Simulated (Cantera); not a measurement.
A Cantera script and what it prints.

```python
import numpy as np
import cantera as ct

gas_names = [...]  # 45 gases of nasa_gas.yaml made of Br, H, N, O, Si
cond_names = """
    Br2(cr) Br2(L) H2O(s) H2O(L) Si(cr) Si(L) SiO2(Lqz) SiO2(hqz) SiO2(L) Si2N2O(s) Si3N4(a)
""".split()


# ... load() reads the species with a 1 bar reference pressure and builds the phases ...
atoms = {
    'SiO2': {'Si': 1, 'O': 2},
    'HBr': {'H': 1, 'Br': 1},
    'N2': {'N': 2},
}
top_T = {'Si2N2O(s)': 2100, 'Si3N4(a)': 2400}  # K; cautious upper limits of use, not melting points


# ... equilibrate(T, P, feed) seeds the gas with the atoms and calls Mixture.equilibrate('TP', solver="vcs", rtol=1e-11, max_steps=5000) ...
results = []
feed = {'SiO2': 1, 'HBr': 8.1, 'N2': 8.6}  # mol
T = 1875  # K
for P in [1, 3.6, 13, 46, 170, 600, 2200, 7700, 28000, 100000]:
    mix = equilibrate(T, P, feed)
    results.append((T, P, feed, dict(zip(mix.species_names, mix.species_moles))))
    x = sorted(zip(gas.X, gas.species_names), reverse=True)
    print(f"T = {T:g} K  P = {P:g} Pa  gas = {mix.phase_moles(0):.4g} mol")
    print("   x: " + "  ".join(f"{s} {v:.3e}" for v, s in x if v > 0.0001))
    print("   condensed (mol): " + ("  ".join(f"{mix.phase(i).name} {mix.phase_moles(i):.4g}"
          for i in range(1, mix.n_phases) if mix.phase_moles(i) > 1e-12) or "none"))
```

Output:

```
T = 1875 K  P = 1 Pa  gas = 22.35 mol
   x: N2 3.848e-01  Br 3.462e-01  H2 9.848e-02  H 6.505e-02  SiO 4.469e-02  H2O 4.103e-02  HBr 1.626e-02  OH 2.113e-03  O 1.056e-03  O2 1.927e-04  NO 1.123e-04
   condensed (mol): none
T = 1875 K  P = 3.6 Pa  gas = 21.82 mol
   x: N2 3.942e-01  Br 3.397e-01  H2 1.072e-01  SiO 4.578e-02  H2O 4.418e-02  H 3.577e-02  HBr 3.159e-02  OH 1.149e-03  O 2.901e-04
   condensed (mol): none
T = 1875 K  P = 13 Pa  gas = 21.35 mol
   x: N2 4.027e-01  Br 3.227e-01  H2 1.057e-01  HBr 5.662e-02  SiO 4.677e-02  H2O 4.599e-02  H 1.869e-02  OH 6.340e-04
   condensed (mol): none
T = 1875 K  P = 46 Pa  gas = 20.79 mol
   x: N2 4.137e-01  Br 2.953e-01  H2 9.906e-02  HBr 9.434e-02  SiO 4.399e-02  H2O 4.361e-02  H 9.619e-03  OH 3.302e-04
   condensed (mol): SiO2(L) 0.08428
T = 1875 K  P = 170 Pa  gas = 19.7 mol
   x: N2 4.365e-01  Br 2.535e-01  HBr 1.575e-01  H2 1.013e-01  SiO 2.309e-02  H2O 2.299e-02  H 5.059e-03
   condensed (mol): SiO2(L) 0.5448
T = 1875 K  P = 600 Pa  gas = 18.87 mol
   x: N2 4.557e-01  HBr 2.244e-01  Br 2.045e-01  H2 8.958e-02  SiO 1.155e-02  H2O 1.152e-02  H 2.533e-03  Br2 1.134e-04
   condensed (mol): SiO2(L) 0.782
T = 1875 K  P = 2200 Pa  gas = 18.22 mol
   x: N2 4.721e-01  HBr 2.898e-01  Br 1.544e-01  H2 7.147e-02  H2O 5.380e-03  SiO 5.379e-03  H 1.181e-03  Br2 2.370e-04
   condensed (mol): SiO2(L) 0.9019
T = 1875 K  P = 7700 Pa  gas = 17.75 mol
   x: N2 4.846e-01  HBr 3.430e-01  Br 1.125e-01  H2 5.391e-02  H2O 2.517e-03  SiO 2.478e-03  H 5.485e-04  Br2 4.402e-04
   condensed (mol): SiO2(L) 0.9557
T = 1875 K  P = 28000 Pa  gas = 17.4 mol
   x: N2 4.942e-01  HBr 3.855e-01  Br 7.826e-02  H2 3.868e-02  H2O 1.206e-03  SiO 1.021e-03  Br2 7.748e-04  H 2.436e-04
   condensed (mol): SiO2(L) 0.9806
T = 1875 K  P = 100000 Pa  gas = 17.16 mol
   x: N2 5.012e-01  HBr 4.157e-01  Br 5.313e-02  H2 2.732e-02  Br2 1.275e-03  H2O 8.022e-04  SiO 3.034e-04  SiBr2 1.446e-04  H 1.083e-04
   condensed (mol): SiO2(L) 0.9905
```

These are equilibrium values from Cantera (NASA tables, ideal gas, pure condensed phases), not measurements of a reactor. The tables' values for SiO2, SiBr3 are old estimates; treat these amounts as uncertain. The tables hold silica as quartz up to 1696 K and as liquid above; real silica turns to tridymite and cristobalite and melts near 1996 K.
